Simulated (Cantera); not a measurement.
Cantera run:

```python
import numpy as np
import cantera as ct

gas_names = """
    C CO CO2 C2 C2O C3 C3O2 C4 C5 Cu CuO Cu2 O O2 O3
""".split()
cond_names = """
    C(gr) Cu(cr) Cu(L) CuO(s) Cu2O(s) Cu2O(L)
""".split()


# ... load() reads the species with a 1 bar reference pressure and builds the phases ...
atoms = {
    'CuO': {'Cu': 1, 'O': 1},
    'C': {'C': 1},
    'CO': {'C': 1, 'O': 1},
}
top_T = {'C(gr)': 4500, 'CuO(s)': 1390}  # K; cautious upper limits of use, not melting points


# ... equilibrate(T, P, feed) seeds the gas with the atoms and calls Mixture.equilibrate('TP', solver="vcs", rtol=1e-11, max_steps=5000) ...
results = []
feed = {'CuO': 1, 'C': 2.1, 'CO': 0.086}  # mol
T = 2198.15  # K
P = 13332.2  # Pa
mix = equilibrate(T, P, feed)
results.append((T, P, feed, dict(zip(mix.species_names, mix.species_moles))))
print(gas.report(threshold=1e-06))
for i in range(1, mix.n_phases):
    print(f"{mix.phase(i).name:16s} {mix.phase_moles(i):12.5e} mol")
```

Output:

```
       temperature   2198.2 K
          pressure   13332 Pa
           density   0.024974 kg/m^3
  mean mol. weight   34.235 kg/kmol
   phase of matter   gas

                          1 kg             1 kmol
                     ---------------   ---------------
          enthalpy        7.8549e+05        2.6891e+07  J
   internal energy        2.5164e+05         8.615e+06  J
           entropy            7990.3        2.7355e+05  J/K
    Gibbs function       -1.6778e+07       -5.7441e+08  J
 heat capacity c_p            996.26             34107  J/K
 heat capacity c_v             753.4             25793  J/K

                      mass frac. Y      mole frac. X     chem. pot. / RT
                     ---------------   ---------------   ---------------
                CO           0.67673           0.82714           -36.281
                Cu           0.31844           0.17156           -8.1499
               Cu2         0.0048261            0.0013             -16.3
     [  +12 minor]         1.316e-06        1.0369e-06

C(gr)             1.10000e+00 mol
Cu(L)             7.71336e-01 mol
Cu2O(L)           0.00000e+00 mol
```

These are equilibrium values from Cantera (NASA tables, ideal gas, pure condensed phases), not measurements of a reactor.
